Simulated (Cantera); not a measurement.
An adiabatic, constant-pressure homogeneous reactor starts with H2 : O2 : N2 = 1 : 1.02 : 3.84 (molar parts), equivalence ratio 0.49, at 1400 K and 100000 Pa. Integrator tolerance rtol = 1e-08.

Cantera simulation using the H2/O2 subset of GRI-Mech 3.0, which has no nitrogen chemistry; the numbers are that mechanism's predictions, not measurements.

**Question.** What does this change do: H2 1 to 1.3 parts?

**Answer.** 
```json
[
 {"quantity": "time of steepest temperature rise", "before": "20.0 µs", "after": "19.1 µs"},
 {"quantity": "temperature at 1.00 s", "before": "2481 K", "after": "2640 K"},
 {"quantity": "equilibrium temperature", "before": "2481 K", "after": "2640 K"},
 {"quantity": "x(H2) at 1.00 s", "before": "0.00311 (gas-phase equilibrium 0.00311)", "after": "0.00948 (gas-phase equilibrium 0.00948)"},
 {"quantity": "x(O2) at 1.00 s", "before": "0.0924 (gas-phase equilibrium 0.0924)", "after": "0.0625 (gas-phase equilibrium 0.0625)"},
 {"quantity": "x(H2O2) at 1.00 s", "before": "3.57e-7 (gas-phase equilibrium 3.57e-7)", "after": "4.88e-7 (gas-phase equilibrium 4.88e-7)"},
 {"quantity": "x(H2O) at 1.00 s", "before": "0.174 (gas-phase equilibrium 0.174)", "after": "0.208 (gas-phase equilibrium 0.208)"},
 {"quantity": "x(HO2) at 1.00 s", "before": "9.68e-6 (gas-phase equilibrium 9.68e-6)", "after": "1.17e-5 (gas-phase equilibrium 1.17e-5)"},
 {"quantity": "x(O) at 1.00 s", "before": "0.00402 (gas-phase equilibrium 0.00402)", "after": "0.00700 (gas-phase equilibrium 0.00700)"},
 {"quantity": "x(H) at 1.00 s", "before": "0.00130 (gas-phase equilibrium 0.00130)", "after": "0.00442 (gas-phase equilibrium 0.00442)"}
]
```

**Question.** What does this change do: pressure from 100000 Pa to 1000000 Pa?

**Answer.** 
| quantity | before | after |
|---|---|---|
| time of steepest temperature rise | 20.0 µs | 2.55 µs |
| temperature at 1.00 s | 2481 K | 2535 K |
| equilibrium temperature | 2481 K | 2535 K |
| x(H2) at 1.00 s | 0.00311 (gas-phase equilibrium 0.00311) | 0.00131 (gas-phase equilibrium 0.00131) |
| x(O2) at 1.00 s | 0.0924 (gas-phase equilibrium 0.0924) | 0.0940 (gas-phase equilibrium 0.0940) |
| x(H2O2) at 1.00 s | 3.57e-7 (gas-phase equilibrium 3.57e-7) | 1.32e-6 (gas-phase equilibrium 1.32e-6) |
| x(H2O) at 1.00 s | 0.174 (gas-phase equilibrium 0.174) | 0.179 (gas-phase equilibrium 0.179) |
| x(HO2) at 1.00 s | 9.68e-6 (gas-phase equilibrium 9.68e-6) | 2.04e-5 (gas-phase equilibrium 2.04e-5) |
| x(O) at 1.00 s | 0.00402 (gas-phase equilibrium 0.00402) | 0.00167 (gas-phase equilibrium 0.00167) |
| x(H) at 1.00 s | 0.00130 (gas-phase equilibrium 0.00130) | 0.000337 (gas-phase equilibrium 0.000337) |
The hydrogen kinetics of GRI-Mech 3.0 are dated; newer H2 mechanisms differ, most at raised pressure.

**Question.** What does this change do: initial temperature 1400 to 1225 K?

**Answer.** 
| quantity | before | after |
|---|---|---|
| time of steepest temperature rise | 20.0 µs | 42.3 µs |
| temperature at 1.00 s | 2481 K | 2364 K |
| equilibrium temperature | 2481 K | 2364 K |
| x(H2) at 1.00 s | 0.00311 (gas-phase equilibrium 0.00311) | 0.00174 (gas-phase equilibrium 0.00174) |
| x(O2) at 1.00 s | 0.0924 (gas-phase equilibrium 0.0924) | 0.0939 (gas-phase equilibrium 0.0939) |
| x(H2O2) at 1.00 s | 3.57e-7 (gas-phase equilibrium 3.57e-7) | 2.83e-7 (gas-phase equilibrium 2.83e-7) |
| x(H2O) at 1.00 s | 0.174 (gas-phase equilibrium 0.174) | 0.179 (gas-phase equilibrium 0.179) |
| x(HO2) at 1.00 s | 9.68e-6 (gas-phase equilibrium 9.68e-6) | 7.19e-6 (gas-phase equilibrium 7.19e-6) |
| x(O) at 1.00 s | 0.00402 (gas-phase equilibrium 0.00402) | 0.00220 (gas-phase equilibrium 0.00220) |
| x(H) at 1.00 s | 0.00130 (gas-phase equilibrium 0.00130) | 0.000561 (gas-phase equilibrium 0.000561) |
